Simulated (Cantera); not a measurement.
Mixture: 7.51 % CH4, 15.6 % O2, 58.8 % N2, 18.0 % H2O, at 500000 Pa, adiabatic and at constant pressure. Ignition delay is the time to a rise of 400 K.

Cantera simulation using GRI-Mech 3.0 (53 species, 325 reactions); the numbers are that mechanism's predictions, not measurements.

Question: Predict: delay at 1075 K; delay at 1125 K; delay at 1175 K; delay at 1225 K; delay at 1275 K; delay at 1325 K; delay at 1375 K; apparent activation energy between 1275 and 1375 K.

Answer: 
```json
{
  "delay at 1075 K": "58.0 ms",
  "delay at 1125 K": "29.3 ms",
  "delay at 1175 K": "15.6 ms",
  "delay at 1225 K": "8.69 ms",
  "delay at 1275 K": "4.98 ms",
  "delay at 1325 K": "2.91 ms",
  "delay at 1375 K": "1.72 ms",
  "apparent activation energy between 1275 and 1375 K": "150 kJ/mol"
}
```
